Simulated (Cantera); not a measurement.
Charge: 1 mol SiH2Cl2, 0.1 mol NH3, 13 mol N2, at 0.00133 bar.

These are equilibrium values from Cantera (NASA tables, ideal gas, pure condensed phases), not measurements of a reactor. Candidate condensed phases: NH4Cl, Si, Si3N4; 28 gas species. The numbers say what is thermodynamically allowed, not how fast it happens.

### Question
Which condensed phases are stable at each of these points (T (K)): 1098, 1198, 1298, 1398, 1498, 1598, 1698, 1798, 1898, 1998?

### Answer
| T (K) | condensed phases | Si condensed (%) |
|---|---|---|
| 1098 | Si3N4(s) | 89.9 |
| 1198 | Si3N4(s) | 89.5 |
| 1298 | Si3N4(s) | 83.4 |
| 1398 | Si3N4(s) | 67.6 |
| 1498 | Si3N4(s) | 48.4 |
| 1598 | Si3N4(s) | 32.2 |
| 1698 | Si(l) | 21.5 |
| 1798 | Si(l) | 19.5 |
| 1898 | Si(l) | 8.8 |
| 1998 | gas only | 0.0 |

From 1098 K to 1598 K the condensed part is Si3N4(s). From 1698 K to 1898 K the condensed part is Si(l). At 1998 K nothing is condensed.
